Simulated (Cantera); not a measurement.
Feed: 1 mol FeS, 4.1 mol SO₃, 0.26 mol CO₂, held at 1500 °C and 1 atm.

These are equilibrium values from Cantera (NASA tables, ideal gas, pure condensed phases), not measurements of a reactor. Candidate condensed phases: C, Fe, Fe(CO)₅, FeO, FeS, FeSO₄, FeS₂, Fe₂O₃, Fe₂(SO₄)₃, Fe₃O₄, S; 25 gas species. The numbers say what is thermodynamically allowed, not how fast it happens.

Base state: SO₂ 0.886, O₂ 0.0655, CO₂ 0.0453, SO₃ 0.00264, SO 5.01e-5, CO 2.72e-5, O 2.39e-5 (mole fractions); condensed: Fe₃O₄(s).

**Question.** What changes in the equilibrium state with this change: SO₃ from 4.1 to 3.7 mol?

**Answer.** 
```json
[
 {"species": "SO₂", "before": "0.886", "after": "0.913"},
 {"species": "CO₂", "before": "0.0453", "after": "0.0506"},
 {"species": "O₂", "before": "0.0655", "after": "0.0347"},
 {"species": "CO", "before": "2.72e-5", "after": "4.17e-5"},
 {"species": "SO", "before": "5.01e-5", "after": "7.09e-5"},
 {"species": "O", "before": "2.39e-5", "after": "1.74e-5"},
 {"species": "Fe₃O₄(s), mol", "before": "0.333", "after": "0.333"}
]
```

**Question.** What changes in the equilibrium state with this change: temperature from 1500 °C to 1227 °C?

**Answer.** 
```json
[
 {"species": "SO₂", "before": "0.886", "after": "0.897"},
 {"species": "O₂", "before": "0.0655", "after": "0.0495"},
 {"species": "CO₂", "before": "0.0453", "after": "0.0461"},
 {"species": "SO₃", "before": "0.00264", "after": "0.00750"},
 {"species": "SO", "before": "5.01e-5", "after": "1.41e-6"},
 {"species": "CO", "before": "2.72e-5", "after": "1.01e-6"},
 {"species": "O", "before": "2.39e-5", "after": "8.96e-7"},
 {"species": "Fe₃O₄(s), mol", "before": "0.333", "after": "0"},
 {"species": "Fe₂O₃(s), mol", "before": "0", "after": "0.500"}
]
```
